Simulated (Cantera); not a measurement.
What does this Cantera script print?

```python
import numpy as np
import cantera as ct

gas_names = """
    H HO2 H2 H2O H2O2 H2S H2SO4 O OH O2 O3 S SH SO SO2 SO3 S2 S2O S8
""".split()
cond_names = """
    H2O(s) H2O(L) H2SO4(L) S(cr1) S(cr2) S(L)
""".split()


# ... load() reads the species with a 1 bar reference pressure and builds the phases ...
atoms = {
    'H2S': {'H': 2, 'S': 1},
    'H2O': {'H': 2, 'O': 1},
    'SO2': {'S': 1, 'O': 2},
}
top_T = {}  # K; cautious upper limits of use, not melting points


# ... equilibrate(T, P, feed) seeds the gas with the atoms and calls Mixture.equilibrate('TP', solver="vcs", rtol=1e-11, max_steps=5000) ...
results = []
feed = {'H2S': 1, 'H2O': 0.51, 'SO2': 0.2}  # mol
P = 20000  # Pa
for T in [1998, 2048, 2098, 2148, 2198, 2248, 2298, 2348, 2398, 2448]:
    mix = equilibrate(T, P, feed)
    results.append((T, P, feed, dict(zip(mix.species_names, mix.species_moles))))

top = {s: max(r[3][s] / sum(r[3][g] for g in gas_names) for r in results) for s in gas_names}
cols = sorted((s for s in top if top[s] > 1e-06), key=lambda s: -top[s])[:5]
seen = [c for c in cond_names if any(r[3].get(c, 0) > 1e-12 for r in results)]
print("log10 of partial pressures in bar; condensed amounts in mol")
print(f"{'T/K':>10s}" + "".join(f"{s[:9]:>10s}" for s in cols + seen))
for T, P, feed, n in results:
    ng = sum(n[g] for g in gas_names)
    print(f"{T:10.4g}" + "".join(f"{np.log10(max(n[s] / ng * P / 1e5, 1e-99)):10.3f}" for s in cols)
          + "".join(f"{n.get(c, 0):10.4g}" for c in seen))
```

Output:

```
log10 of partial pressures in bar; condensed amounts in mol
       T/K        H2       H2O        S2        SO       SO2
      1998    -1.185    -1.181    -1.358    -2.415    -2.121
      2048    -1.171    -1.197    -1.368    -2.326    -2.095
      2098    -1.159    -1.214    -1.379    -2.244    -2.072
      2148    -1.149    -1.232    -1.392    -2.168    -2.054
      2198    -1.139    -1.251    -1.406    -2.098    -2.039
      2248    -1.131    -1.271    -1.423    -2.033    -2.028
      2298    -1.124    -1.292    -1.441    -1.972    -2.021
      2348    -1.118    -1.314    -1.462    -1.917    -2.017
      2398    -1.114    -1.336    -1.485    -1.866    -2.016
      2448    -1.112    -1.360    -1.511    -1.820    -2.018
```

Equilibrium computed with Cantera from the NASA thermochemical tables; the gas is ideal and each condensed phase is pure.
